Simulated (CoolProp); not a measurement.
Model: reference Helmholtz-energy equation of state, Gedanitz 2015, in CoolProp.

Task: For cyclopentane, give the phase and the cp (kJ/(kg K)), Joule-Thomson coefficient (K/MPa), conductivity (mW/(m K)), fugacity coefficient at 379.5 K and 28.5 bar; 395.7 K and 28.5 bar.

Result: 
- 379.5 K and 28.5 bar: liquid; cp 2.24, Joule-Thomson coefficient -0.213, conductivity 99.7, fugacity coefficient 0.166
- 395.7 K and 28.5 bar: liquid; cp 2.34, Joule-Thomson coefficient -0.144, conductivity 94.5, fugacity coefficient 0.228

Thermal conductivity comes from a separate model (Vassiliou 2015).
